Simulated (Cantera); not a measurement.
Feed: 1 mol SiC, 0.12 mol CO2, 11 mol H2, at 1775 °C and 5.00 mbar.

Equilibrium computed with Cantera from the NASA thermochemical tables; the gas is ideal and each condensed phase is pure. Gases not in the tables: Si2H6 and higher silanes. Equilibrium is a limit: real reactors are often held back by kinetics, nucleation or transport.

```tsv
species	before	after
H2	0.944	0.853
CO	0.0178	0.0868
H	0.0308	0.0292
SiO	0.00310	0.0252
C2H2 (acetylene)	5.91e-5	3.20e-5
Si2	1.25e-5	2.09e-5
SiC2	1.24e-5	9.60e-6
Si	0.00403	0.00521
Si2C	0.000135	0.000174
SiH	0.000168	0.000207
SiC(s), mol	0.912	0.606
```
Gas species are given as mole fractions.

Q: Which change was made?
A) CO2 from 0.12 to 0.71 mol
B) CO2 from 0.12 to 0.21 mol
C) pressure from 5.00 mbar to 34.0 mbar
D) temperature from 1775 °C to 750 °C

A: A, CO2 from 0.12 to 0.71 mol
